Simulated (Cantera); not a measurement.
A diamond (100) surface in a fixed gas of H2 with x(CH4) = 0.0074, x(CH3) = 1.2e-05, at 1225 K, 33.0 Torr; coverages are run to steady state.

Model: the Harris–Goodwin 1993 mechanism for the reconstructed diamond (100) surface, integrated in Cantera.

θ: site fractions in the mechanism's names (c6HH fully hydrogenated, c6H* and c6*H radical sites, c6** diradical, c6HM methylated).

```
x(H)     growth (µm/h)  θ c6HH  θ c6H*  θ c6*H   θ c6**    θ c6HM
-------  -------------  ------  ------  ------  -------  --------
0.0001             ___   0.627  0.0278   0.340  0.00493   5.45e-5
0.00026            ___   0.524  0.0351   0.428   0.0121   7.69e-5
0.00065            ___   0.468  0.0387   0.472   0.0208   9.45e-5
0.0017             ___   0.440  0.0403   0.492   0.0281  0.000103
0.0043             ___   0.428  0.0409   0.499   0.0320   9.97e-5
0.011              ___   0.423  0.0412   0.501   0.0339   8.25e-5
0.028              ___   0.421  0.0415   0.502   0.0347   5.59e-5
0.071              ___   0.421  0.0419   0.502   0.0351   3.07e-5
0.18               ___   0.420  0.0429   0.501   0.0356   1.43e-5
```

What belongs in the gaps?


- 0.0001, growth (µm/h): 0.00644
- 0.00026, growth (µm/h): 0.0194
- 0.00065, growth (µm/h): 0.0404
- 0.0017, growth (µm/h): 0.0739
- 0.0043, growth (µm/h): 0.130
- 0.011, growth (µm/h): 0.228
- 0.028, growth (µm/h): 0.359
- 0.071, growth (µm/h): 0.481
- 0.18, growth (µm/h): 0.561
